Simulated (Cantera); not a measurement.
Source: NASA polynomial tables (part measured, part estimated), evaluated in Cantera. Values are per mole of reaction as written; species without (g) are pure solids or liquids, kept so even where they would boil at 1 bar.

Question: Between 350 and 600 K, where is each reaction favourable under standard conditions?
- 9 Ni + 8 N(g) + 12 H₂S(g) = 3 Ni₃S₄ + 8 NH₃(g)

Answer: 
- 9 Ni + 8 N(g) + 12 H₂S(g) = 3 Ni₃S₄ + 8 NH₃(g): ΔG° is -4154 kJ at 350 K and -3688 kJ at 600 K; it stays negative (K > 1). ΔH° is -4803 kJ and ΔS° -1860 J/K at 600 K.
